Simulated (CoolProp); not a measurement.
Vapour pressure (bar) of c-C4F8 (RC318): the reference equation beside estimates from Tc = 388.4 K, pc = 27.78 bar, ω = 0.355. Clausius-Clapeyron is anchored at 325.6 K with a constant enthalpy of vaporisation of 18.09 kJ/mol.

Computed with CoolProp (reference Helmholtz-energy equation of state, Platzer 1990). This equation is an older, rougher fit; its heat capacities, sound speeds and derivatives of the liquid may be far off and weren't checked against measurements.

```
T (K)  reference  Lee-Kesler  Clausius-Clapeyron  Redlich-Kwong  Soave-Redlich-Kwong  Peng-Robinson
-----  ---------  ----------  ------------------  -------------  -------------------  -------------
268.3      1.061       1.061               1.659          2.171                1.061          1.061
276.4      1.462       1.463               2.105          2.789                1.462          1.457
284.6      1.978       1.981               2.640          3.533                1.980          1.967
292.8      2.624       2.628               3.271          4.409                2.630          2.606
301        3.420       3.425               4.005          5.428                3.433          3.395
309.2      4.385       4.390               4.851          6.600                4.409          4.355
317.4      5.543       5.546               5.819          7.935                5.583          5.510
325.6      6.915       6.915               6.915          9.445                6.978          6.884
333.8      8.527       8.522               8.149          11.14                8.619          8.504
341.9      10.38       10.37               9.510          13.00                10.51          10.37
350.1      12.55       12.53               11.04          15.09                12.71          12.57
358.3      15.04       15.03               12.73          17.39                15.24          15.09
366.5      17.90       17.90               14.58          19.91                18.13          17.99
374.7      21.17       21.19               16.60          22.66                21.40          21.28
```

Absolute difference from the reference over all 14 rows, mean and median: Lee-Kesler 0.1 and 0.1 %, Clausius-Clapeyron 19.4 and 16.2 %, Redlich-Kwong 45.8 and 39.9 %, Soave-Redlich-Kwong 0.7 and 0.8 %, Peng-Robinson 0.4 and 0.5 %.
